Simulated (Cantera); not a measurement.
NO annealing gas

An isothermal, constant-pressure homogeneous reactor starts with NO : N2 = 1 : 2.8 (molar parts), at 1650 K and 0.130 bar.

Cantera simulation using GRI-Mech 3.0 (53 species, 325 reactions); the numbers are that mechanism's predictions, not measurements.

| t (s) | x NO | x O | x NO2 | x N2O | x N2 | x O2 |
|---|---|---|---|---|---|---|
| 7.00e-5 | 0.263 | 3.28e-8 | 8.46e-10 | 3.36e-8 | 0.737 | 7.80e-12 |
| 0.000289 | 0.263 | 1.26e-7 | 1.36e-8 | 1.38e-7 | 0.737 | 1.26e-10 |
| 0.00119 | 0.263 | 3.92e-7 | 1.87e-7 | 5.66e-7 | 0.737 | 1.87e-9 |
| 0.00492 | 0.263 | 7.90e-7 | 1.66e-6 | 2.26e-6 | 0.737 | 2.67e-8 |
| 0.0203 | 0.263 | 1.61e-6 | 8.92e-6 | 8.09e-6 | 0.737 | 5.76e-7 |
| 0.0837 | 0.263 | 3.36e-6 | 2.73e-5 | 2.01e-5 | 0.737 | 1.61e-5 |
| 0.345 | 0.263 | 3.87e-6 | 3.25e-5 | 2.50e-5 | 0.737 | 0.000142 |
| 1.42 | 0.262 | 4.24e-6 | 3.61e-5 | 2.48e-5 | 0.738 | 0.000682 |
| 5.88 | 0.257 | 5.47e-6 | 4.78e-5 | 2.39e-5 | 0.740 | 0.00289 |
| 24.2 | 0.240 | 8.70e-6 | 7.49e-5 | 2.05e-5 | 0.748 | 0.0115 |
| 100 | 0.184 | 1.48e-5 | 0.000102 | 1.18e-5 | 0.776 | 0.0394 |
x: mole fraction; the columns are a selection and need not sum to one.

Equilibrium at this temperature and pressure: NO 0.00198, O 2.61e-5, NO2 1.99e-6, N2O 4.42e-8, N2 0.867, O2 0.131 (gas phase only).
